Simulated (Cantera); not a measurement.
Input: 1 mol Cu₂O, 3.3 mol CO, 5.7 mol H₂, equilibrated at 1802 °C and 73.0 mbar.

Method: chemical equilibrium by Gibbs-energy minimisation in Cantera with the NASA 1993 tables (ideal gas, pure condensed phases). Candidate condensed phases: C, C₆H₆, C₇H₈, C₈H₁₈, Cu, CuO, Cu(OH)₂, Cu₂O, H₂O; 113 gas species. Kinetics and transport are ignored.

Base state: H₂ 0.468, CO 0.311, Cu 0.115, H₂O 0.0859, CO₂ 0.0118, H 0.00675, Cu₂ 0.000609, OH 0.000141 (mole fractions); condensed: Cu(l).

Problem. What changes in the equilibrium state with this change: pressure from 73.0 mbar to 23.0 mbar?

Solution. 
| species | before | after |
|---|---|---|
| H₂ | 0.468 | 0.430 |
| CO | 0.311 | 0.287 |
| Cu | 0.115 | 0.180 |
| H | 0.00675 | 0.0115 |
| H₂O | 0.0859 | 0.0793 |
| CO₂ | 0.0118 | 0.0109 |
| OH | 0.000141 | 0.000242 |
| Cu₂ | 0.000609 | 0.000467 |
| Cu(l), mol | 0.808 | 0 |
